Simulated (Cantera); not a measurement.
# Carbothermic reduction: CuO + CO

A closed system holds: 1 mol CuO, 0.98 mol CO, held at 0.133 bar.

Cantera equilibrium calculation (NASA polynomials, part measured and part estimated; ideal gas, pure solids and liquids). Candidate condensed phases: C, Cu, CuO, Cu2O; 15 gas species. Each liquid is taken as pure. Mutual solubility and eutectic melting of coexisting phases are not modelled. Kinetics and transport are ignored.

```tsv
T (°C)	log p CO2	log p O2	log p CO	log p Cu	log p O	log p CuO	log p Cu2	n Cu(s)	n Cu2O(s)	n Cu(l)	n Cu2O(l)
852	-0.88	-8.04	-5.43	-8.87	-12.35	<-12	<-12	0.960	0.0200	0	0
902	-0.88	-7.38	-5.21	-8.22	-11.52	-12.30	<-12	0.960	0.0200	0	0
952	-0.88	-6.78	-5.00	-7.62	-10.76	-11.45	-12.04	0.960	0.0201	0	0
1002	-0.88	-6.22	-4.80	-7.06	-10.06	-10.67	-11.26	0.960	0.0201	0	0
1052	-0.88	-5.71	-4.62	-6.55	-9.41	-9.96	-10.53	0.960	0.0201	0	0
1102	-0.88	-5.21	-4.47	-6.08	-8.80	-9.28	-9.88	0	0.0202	0.960	0
1152	-0.88	-4.70	-4.35	-5.66	-8.21	-8.65	-9.29	0	0.0200	0.960	0
1202	-0.88	-4.23	-4.24	-5.27	-7.65	-8.06	-8.75	0	0.0195	0.961	0
1252	-0.88	-3.81	-4.12	-4.91	-7.15	-7.52	-8.24	0	0	0.963	0.0183
1302	-0.88	-3.54	-3.95	-4.56	-6.74	-7.08	-7.77	0	0	0.967	0.0165
1352	-0.88	-3.28	-3.79	-4.24	-6.35	-6.66	-7.33	0	0	0.973	0.0135
1402	-0.88	-3.05	-3.65	-3.94	-5.99	-6.28	-6.91	0	0	0.982	0.00843
1452	-0.88	-2.83	-3.51	-3.66	-5.65	-5.91	-6.52	0	0	0.998	0.000166
1502	-0.88	-2.80	-3.29	-3.39	-5.42	-5.66	-6.16	0	0	0.997	0
```
log p: log10 of the partial pressure in bar; n: condensed amount in mol.

From 852 °C to 1052 °C the condensed part is Cu(s) + Cu2O(s). From 1102 °C to 1202 °C the condensed part is Cu(l) + Cu2O(s). From 1252 °C to 1452 °C the condensed part is Cu(l) + Cu2O(l). At 1502 °C the condensed part is Cu(l). The main Cu-bearing gas is Cu throughout.
